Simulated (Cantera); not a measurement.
An isothermal, constant-pressure homogeneous reactor starts with 4.53 % H2, 5.97 % O2, 89.5 % N2, equivalence ratio 0.38, at 1300 K and 0.890 bar.

Cantera simulation using GRI-Mech 3.0 (53 species, 325 reactions); the numbers are that mechanism's predictions, not measurements. The temperature is held fixed by assumption; the heat of reaction is taken as removed at once.

x: mole fraction; the columns are a selection and need not sum to one.

```json
[
 {"t (s)": "0.000600", "x H2": "0.000263", "x O2": "0.0377", "x H2O": "0.0458", "x HO2": "7.74e-6", "x H": "0.000118", "x NO2": "1.14e-8", "x NO": "5.46e-6"},
 {"t (s)": "0.00118", "x H2": "…", "x O2": "0.0378", "x H2O": "0.0462", "x HO2": "…", "x H": "…", "x NO2": "…", "x NO": "5.45e-6"},
 {"t (s)": "0.00232", "x H2": "1.42e-5", "x O2": "0.0378", "x H2O": "0.0463", "x HO2": "1.02e-6", "x H": "1.52e-6", "x NO2": "5.11e-8", "x NO": "5.43e-6"},
 {"t (s)": "0.00456", "x H2": "3.95e-6", "x O2": "0.0378", "x H2O": "0.0464", "x HO2": "3.48e-7", "x H": "2.66e-7", "x NO2": "5.94e-8", "x NO": "5.43e-6"},
 {"t (s)": "0.00896", "x H2": "1.30e-6", "x O2": "0.0378", "x H2O": "0.0464", "x HO2": "1.32e-7", "x H": "5.95e-8", "x NO2": "5.51e-8", "x NO": "5.43e-6"},
 {"t (s)": "0.0176", "x H2": "4.98e-7", "x O2": "0.0378", "x H2O": "0.0464", "x HO2": "5.54e-8", "x H": "1.59e-8", "x NO2": "4.43e-8", "x NO": "5.44e-6"},
 {"t (s)": "0.0346", "x H2": "2.14e-7", "x O2": "0.0378", "x H2O": "0.0464", "x HO2": "2.58e-8", "x H": "4.86e-9", "x NO2": "3.31e-8", "x NO": "5.45e-6"},
 {"t (s)": "0.0681", "x H2": "…", "x O2": "0.0378", "x H2O": "0.0464", "x HO2": "…", "x H": "…", "x NO2": "…", "x NO": "5.46e-6"},
 {"t (s)": "0.134", "x H2": "5.23e-8", "x O2": "0.0378", "x H2O": "0.0464", "x HO2": "8.95e-9", "x H": "6.34e-10", "x NO2": "2.12e-8", "x NO": "5.46e-6"},
 {"t (s)": "0.263", "x H2": "3.17e-8", "x O2": "0.0378", "x H2O": "0.0464", "x HO2": "7.32e-9", "x H": "3.03e-10", "x NO2": "2.13e-8", "x NO": "5.46e-6"},
 {"t (s)": "0.517", "x H2": "2.42e-8", "x O2": "0.0378", "x H2O": "0.0464", "x HO2": "6.93e-9", "x H": "2.02e-10", "x NO2": "2.28e-8", "x NO": "5.46e-6"},
 {"t (s)": "1.02", "x H2": "2.24e-8", "x O2": "0.0378", "x H2O": "0.0464", "x HO2": "6.86e-9", "x H": "1.80e-10", "x NO2": "2.35e-8", "x NO": "5.46e-6"},
 {"t (s)": "2.00", "x H2": "2.21e-8", "x O2": "0.0378", "x H2O": "0.0464", "x HO2": "6.85e-9", "x H": "1.76e-10", "x NO2": "2.36e-8", "x NO": "5.46e-6"}
]
```

### Question
Some entries are withheld; supply them.

### Answer

- 0.00118, x H2: 5.90e-5
- 0.00118, x HO2: 3.11e-6
- 0.00118, x H: 1.17e-5
- 0.00118, x NO2: 3.08e-8
- 0.0681, x H2: 1.01e-7
- 0.0681, x HO2: 1.38e-8
- 0.0681, x H: 1.65e-9
- 0.0681, x NO2: 2.50e-8
